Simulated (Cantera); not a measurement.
A freely propagating, adiabatic, planar premixed flame of H2 : O2 : N2 = 1 : 0.227 : 0.855 (molar parts), unburnt at 300 K and 4.93 atm; mixture-averaged transport, grid criteria slope 0.08 and curve 0.16, no radiation.

Model: the H2/O2 subset of GRI-Mech 3.0, which has no nitrogen chemistry, integrated in Cantera. The hydrogen kinetics of GRI-Mech 3.0 are dated; newer H2 mechanisms differ, most at raised pressure. Burning velocities carry a grid error of a few per cent, more on coarse grids.

**Question.** What does this change do: O2 0.227 to 0.18 parts?

**Answer.** 
```json
[
 {"quantity": "laminar burning velocity", "before": "259 cm/s", "after": "138 cm/s"},
 {"quantity": "thermal thickness", "before": "0.0474 mm", "after": "0.0648 mm"},
 {"quantity": "peak x(O)", "before": "0.00112", "after": "0.000317"},
 {"quantity": "peak x(HO2)", "before": "0.00108", "after": "0.000771"},
 {"quantity": "peak x(H)", "before": "0.0336", "after": "0.0158"}
]
```
